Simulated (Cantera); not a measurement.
Silicon etching in halogen gases: Si + HCl + N2

Charge: 1 mol Si, a varied amount of HCl, 7.6 mol N2, at 1675 K and 0.00250 bar.

Equilibrium computed with Cantera from the NASA thermochemical tables; the gas is ideal and each condensed phase is pure. Candidate condensed phases: NH4Cl, Si, Si3N4; 28 gas species. The tables' values for SiCl3, SiCl are old estimates; treat these amounts as uncertain. The numbers say what is thermodynamically allowed, not how fast it happens.

```csv
n(HCl) (mol),x N2,x HCl,x H2,x SiCl2,x SiCl3
2.7,0.738,0.0670,0.0972,0.0958,0.000940
3.2,0.704,0.109,0.0933,0.0909,0.00148
3.9,0.661,0.162,0.0882,0.0847,0.00211
4.7,0.618,0.215,0.0832,0.0784,0.00267
5.6,0.576,0.267,0.0782,0.0723,0.00316
6.7,0.532,0.322,0.0729,0.0659,0.00359
8.1,0.485,0.381,0.0673,0.0592,0.00397
9.7,0.440,0.437,0.0620,0.0529,0.00423
12,0.388,0.501,0.0558,0.0457,0.00442
14,0.352,0.545,0.0515,0.0408,0.00448
```
x: gas mole fraction; nothing condenses.

From 2.7 mol HCl to 14 mol HCl nothing is condensed. The main Si-bearing gas is SiCl2 throughout.
